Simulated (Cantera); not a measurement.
Feed: 1 mol Ta2O5, 1.8 mol H2, equilibrated at 1000 K and 4.00 mbar.

Method: chemical equilibrium by Gibbs-energy minimisation in Cantera with the NASA 1993 tables (ideal gas, pure condensed phases). Candidate condensed phases: H2O, Ta, Ta2O5; 12 gas species. Equilibrium is a limit: real reactors are often held back by kinetics, nucleation or transport.

**Question.** What is the equilibrium state?

**Answer.** 
```json
{
 "x(H2)": "1.00",
 "n(Ta2O5(s))": "1.00 mol",
 "gas_amount": "1.800 mol"
}
```
